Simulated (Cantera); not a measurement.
A Cantera script and what it prints.

```python
import numpy as np
import cantera as ct

gas_names = """
    CL CL2 H HCL H2 Si SiCL SiCL2 SiCL3 SiCL4 SiH SiHCL3 SiH2 SiH2CL2 SiH3 SiH3CL SiH4 Si2 Si3
""".split()
cond_names = """
    Si(cr) Si(L)
""".split()


def load(file, names, dense=False):
    # The tables refer to 1 bar. Condensed volumes are neglected.
    table = {s.name: s for s in ct.Species.list_from_file(file)}
    out = []
    for n in names:
        d = dict(table[n].input_data)
        d["thermo"] = dict(d["thermo"], **{"reference-pressure": 1e5})
        if dense:
            d["equation-of-state"] = {"model": "constant-volume", "density": "1e6 g/cm^3"}
        out.append(ct.Species.from_dict(d))
    return out


gas = ct.Solution(thermo="ideal-gas", species=load("nasa_gas.yaml", gas_names))
cond = {s.name: ct.Solution(thermo="fixed-stoichiometry", species=[s], name=s.name)
        for s in load("nasa_condensed.yaml", cond_names, dense=True)}
atoms = {
    'SiCl4': {'Si': 1, 'CL': 4},
    'HCl': {'H': 1, 'CL': 1},
    'H2': {'H': 2},
}
top_T = {}  # K; cautious upper limits of use, not melting points


def equilibrate(T, P, feed):
    n = {}
    for name, mol in feed.items():
        for a, k in atoms[name].items():
            n[a] = n.get(a, 0.0) + k * mol
    gas.TPX = T, P, n
    mass = sum(n.values()) * gas.mean_molecular_weight
    gas.equilibrate("TP")
    valid = [c for c in cond.values() if c.min_temp <= T <= top_T.get(c.name, c.max_temp)]
    mix = ct.Mixture([(gas, mass / gas.mean_molecular_weight)] + [(c, 0.0) for c in valid])
    mix.T, mix.P = T, P
    mix.equilibrate("TP", solver="vcs", rtol=1e-11, max_steps=5000)
    return mix


results = []
T = 1123  # K
P = 64000  # Pa
for m in [1, 3.2, 5.4, 7.7, 9.9, 12, 14, 16, 19]:
    feed = {'SiCl4': 1, 'HCl': 0.67, 'H2': m}  # mol
    mix = equilibrate(T, P, feed)
    results.append((T, P, feed, dict(zip(mix.species_names, mix.species_moles))))

top = {s: max(r[3][s] / sum(r[3][g] for g in gas_names) for r in results) for s in gas_names}
cols = sorted((s for s in top if top[s] > 0.001), key=lambda s: -top[s])[:6]
seen = [c for c in cond_names if any(r[3].get(c, 0) > 1e-12 for r in results)]
print("log10 of partial pressures in bar; condensed amounts in mol")
print(f"{'n(H2)':>10s}" + "".join(f"{s[:9]:>10s}" for s in cols + seen))
for T, P, feed, n in results:
    ng = sum(n[g] for g in gas_names)
    print(f"{feed['H2']:10.4g}" + "".join(f"{np.log10(max(n[s] / ng * P / 1e5, 1e-99)):10.3f}" for s in cols)
          + "".join(f"{n.get(c, 0):10.4g}" for c in seen))
```

It prints:

```
log10 of partial pressures in bar; condensed amounts in mol
     n(H2)        H2     SiCL4       HCL    SiHCL3     SiCL3
         1    -0.632    -0.633    -0.777    -2.253    -3.086
       3.2    -0.386    -0.916    -1.009    -2.059    -3.015
       5.4    -0.320    -1.097    -1.147    -2.036    -3.025
       7.7    -0.288    -1.237    -1.249    -2.042    -3.047
       9.9    -0.270    -1.345    -1.324    -2.057    -3.071
        12    -0.258    -1.431    -1.382    -2.073    -3.093
        14    -0.250    -1.503    -1.429    -2.090    -3.114
        16    -0.244    -1.567    -1.470    -2.107    -3.134
        19    -0.237    -1.652    -1.524    -2.131    -3.162
```

Cantera equilibrium calculation (NASA polynomials, part measured and part estimated; ideal gas, pure solids and liquids). The tables' values for SiCl3 are old estimates; treat these amounts as uncertain.
